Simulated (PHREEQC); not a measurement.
Synthetic water in mg/L, 21 °C, pH 3.22, pe 10.1:

```json
[
 {"constituent": "Na", "mg/L": "54.7"},
 {"constituent": "K", "mg/L": "4.76"},
 {"constituent": "Ca", "mg/L": "113"},
 {"constituent": "Mg", "mg/L": "63.6"},
 {"constituent": "Cl", "mg/L": "161"},
 {"constituent": "S(6) as SO4", "mg/L": "483"},
 {"constituent": "Cu(2)", "mg/L": "0.697"},
 {"constituent": "N(5) as NO3", "mg/L": "0.258"},
 {"constituent": "Zn", "mg/L": "25"},
 {"constituent": "Si as SiO2", "mg/L": "22.6"}
]
```

Valence states are taken as typed.

Model: ion-association model, phreeqc.dat, run in PHREEQC.

No solid was allowed to form.

### Question
Order these S species by the share of S that they hold, largest first: SO4-2, MgSO4, ZnSO4, HSO4-, CaSO4.

### Answer
SO4-2 (74 %), MgSO4 (11 %), CaSO4 (10.0 %), HSO4- (2.7 %), ZnSO4 (1.7 %)

The pH is 3.22 and the ionic strength 0.0208 mol/kgw. Saturation is exceeded, for instance for Quartz (slow to form), Chalcedony (slow to form); the values hold only as long as no solid forms. Complexes and solids missing from the database can't appear.
